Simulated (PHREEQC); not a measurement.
**Acid rinse or clean: an equilibrium model**

A solution holds 0.0014 mol HBr, 0.00013 mol FeCl3 and 0.023 mol KCl per kg of water, at 45 °C. Closed to the air; pH follows from the charge balance.

Model: ion-association model, phreeqc.dat, run in PHREEQC.

```yaml
pH: 2.87
ionic_strength: 0.0249 mol/kgw
specific_conductance: 5520 µS/cm
total_alkalinity: -1.66 meq/kg
```

```tsv
species	molality	activity	log γ
Cl-	0.0234	0.0199	-0.070
K+	0.0230	0.0196	-0.070
H+	0.00154	0.00135	-0.057
Br-	0.00140	0.00119	-0.072
FeOH+2	8.54e-5	4.64e-5	-0.265
Fe(OH)2+	2.69e-5	2.31e-5	-0.065
Fe+3	1.04e-5	3.22e-6	-0.511
FeCl+2	6.46e-6	3.51e-6	-0.265
Fe2(OH)2+4	3.29e-7	2.67e-8	-1.091
FeCl2+	2.01e-7	1.72e-7	-0.066
Fe(OH)3	4.96e-9	4.99e-9	0.002
Fe3(OH)4+5	1.16e-9	2.29e-11	-1.705
```

Precipitation was switched off in this run. The solution is supersaturated, for example in Hematite (slow to form), Goethite (slow to form), so a real one may precipitate; this is no full list. At this temperature some constants are extrapolated from 25 °C, and those without enthalpy data are left unchanged.
